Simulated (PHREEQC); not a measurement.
Consider water at 25 °C with 0.075 mol/kgw NaF. Closed to the air; pH follows from the charge balance.

All values are PHREEQC results (ion-association model, phreeqc.dat), not measurements.

The pH comes out as 7.96 and the ionic strength is 0.0731 mol/kgw. The specific conductance is 6520 µS/cm. The density is 1.000 g/cm³.

```tsv
species	molality	activity	log γ
F-	0.0731	0.0574	-0.105
Na+	0.0731	0.0587	-0.095
NaF	0.00191	0.00194	0.007
OH-	1.19e-6	9.31e-7	-0.105
HF	9.17e-7	9.33e-7	0.007
HF2-	2.57e-7	2.05e-7	-0.097
H+	1.29e-8	1.08e-8	-0.077
```

This is a speciation only: nothing precipitates in the calculation.
